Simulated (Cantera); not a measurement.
Thermodynamics of boron, boron nitride and boron oxide, feed B2H6 + H2 + N2

Charge: 1 mol B2H6, 59 mol H2, 0.35 mol N2, at 1298 K and 0.133 bar.

Cantera equilibrium calculation (NASA polynomials, part measured and part estimated; ideal gas, pure solids and liquids). Candidate condensed phases: B, BN; 15 gas species. The feed counts by its element totals alone. N2 is the only nitrogen source here; it is nearly inert below about 1500 K, so the nitride shown seldom forms there in practice. Mutual solubility and eutectic melting of coexisting phases are not modelled. Kinetics and transport are ignored.

```yaml
x(H2): 1.000
x(H): 2.93e-6
n(B(s)): 1.30 mol
n(BN(s)): 0.700 mol
gas_amount: 62.00 mol
```
